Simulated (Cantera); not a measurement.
**Fluorocarbon and chlorocarbon gases: CH2F2 + CH4**

Charge: 1 mol CH2F2, 0.17 mol CH4, equilibrated at 1652 °C and 0.133 bar.

Cantera equilibrium calculation (NASA polynomials, part measured and part estimated; ideal gas, pure solids and liquids). Candidate condensed phases: C, C6H6, C7H8, C8H18; 95 gas species. Equilibrium is a limit: real reactors are often held back by kinetics, nucleation or transport.

```json
{
 "x(HF)": "0.854",
 "x(H2)": "0.145",
 "x(H)": "0.000996",
 "x(C2H2 (acetylene))": "6.62e-5",
 "x(F)": "1.76e-6",
 "x(CH4)": "1.46e-6",
 "n(C(graphite))": "1.17 mol",
 "gas_amount": "2.341 mol"
}
```
